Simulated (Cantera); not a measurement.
An adiabatic, constant-volume homogeneous reactor starts with CH₄ : O₂ : N₂ = 1 : 3.23 : 14.2 (molar parts), at 1375 K and 5.00 bar. Integrator tolerance rtol = 1e-08.

Detailed kinetics in Cantera: GRI-Mech 3.0 (53 species, 325 reactions).

Problem. What does this change do: constant pressure in place of constant volume?

Solution. 
```
quantity                                                            before                                      after
---------------------------------  ---------------------------------------  -----------------------------------------
time of steepest temperature rise                                  1.09 ms                                    1.14 ms
temperature at 0.400 s                                              2632 K                                     2422 K
equilibrium temperature                                             2632 K                                     2422 K
x(CH₄) at 0.400 s                    <1e-12 (gas-phase equilibrium <1e-12)      <1e-12 (gas-phase equilibrium <1e-12)
x(O₂) at 0.400 s                     0.0587 (gas-phase equilibrium 0.0587)      0.0608 (gas-phase equilibrium 0.0608)
x(H₂) at 0.400 s                   0.00148 (gas-phase equilibrium 0.00148)  0.000767 (gas-phase equilibrium 0.000767)
x(NO₂) at 0.400 s                  1.91e-5 (gas-phase equilibrium 1.91e-5)    1.23e-5 (gas-phase equilibrium 1.23e-5)
x(O) at 0.400 s                    0.00211 (gas-phase equilibrium 0.00211)    0.00108 (gas-phase equilibrium 0.00108)
x(NO) at 0.400 s                     0.0149 (gas-phase equilibrium 0.0149)      0.0106 (gas-phase equilibrium 0.0106)
```

Problem. What does this change do: O2 3.23 to 1.6 parts?

Solution. 
```csv
quantity,before,after
time of steepest temperature rise,1.09 ms,3.16 ms
temperature at 0.400 s,2632 K,2508 K
equilibrium temperature,2632 K,2508 K
x(CH₄) at 0.400 s,<1e-12 (gas-phase equilibrium <1e-12),<1e-12 (gas-phase equilibrium <1e-12)
x(O₂) at 0.400 s,0.0587 (gas-phase equilibrium 0.0587),0.000134 (gas-phase equilibrium 0.000134)
x(H₂) at 0.400 s,0.00148 (gas-phase equilibrium 0.00148),0.0172 (gas-phase equilibrium 0.0172)
x(NO₂) at 0.400 s,1.91e-5 (gas-phase equilibrium 1.91e-5),4.09e-8 (gas-phase equilibrium 4.09e-8)
x(O) at 0.400 s,0.00211 (gas-phase equilibrium 0.00211),5.72e-5 (gas-phase equilibrium 5.72e-5)
x(NO) at 0.400 s,0.0149 (gas-phase equilibrium 0.0149),0.000603 (gas-phase equilibrium 0.000603)
```
